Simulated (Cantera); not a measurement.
A closed system holds: 1 mol Fe, 1.4 mol H₂O, a varied amount of H₂, at 1552 °C and 4.73 Torr.

Cantera equilibrium calculation (NASA polynomials, part measured and part estimated; ideal gas, pure solids and liquids). Candidate condensed phases: Fe, FeO, Fe(OH)₂, Fe(OH)₃, Fe₂O₃, Fe₃O₄, H₂O; 12 gas species. Each liquid is taken as pure. Mutual solubility and eutectic melting of coexisting phases are not modelled. The tables' stoichiometric FeO is somewhat more stable than real wüstite, so its field is too wide. FeO: taken at fixed stoichiometry. Kinetics and transport are ignored.

Task: Which condensed phases are stable at each of these points (n(H₂) (mol)): 1.5, 2.3, 3.4, 5.2, 8, 12, 19, 28, 43?

Result: 
```csv
n(H₂) (mol),condensed phases,Fe condensed (%)
1.5,Fe(l) + FeO(l),98.0
2.3,Fe(l) + FeO(l),97.5
3.4,Fe(l),96.7
5.2,Fe(l),95.5
8,Fe(l),93.7
12,Fe(l),91.0
19,Fe(l),86.3
28,Fe(l),80.3
43,Fe(l),70.2
```

From 1.5 mol H₂ to 2.3 mol H₂ the condensed part is Fe(l) + FeO(l). From 3.4 mol H₂ to 43 mol H₂ the condensed part is Fe(l).
